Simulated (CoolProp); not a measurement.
A single-stage vapour-compression cycle with R507A: evaporating at 245.15 K (dew point), condensing at 302.15 K (bubble point), superheat 8 K, subcooling 8 K, compressor efficiency 0.75, no pressure losses. Each further row changes one setting.

Model: reference Helmholtz-energy equation of state, Lemmon 2003, in CoolProp. It is a pseudo-pure fit of the blend.

```
case                              cooling COP  pressure ratio  discharge temperature (K)  refrigerating effect (kJ/kg)  volumetric capacity (kJ/m³)
--------------------------------  -----------  --------------  -------------------------  ----------------------------  ---------------------------
as stated                                2.47            6.17                      327.8                           124                         1450
evaporating temperature 250.15 K         2.84            5.07                      325.6                           127                         1780
condensing temperature 297.15 K          2.82            5.41                      321.9                           131                         1530
subcooling 13 K                          2.62            6.17                      327.8                           131                         1530
superheat 18 K                           2.50            6.17                      338.1                           132                         1470
compressor efficiency 0.65               2.14            6.17                      334.8                           124                         1450
```
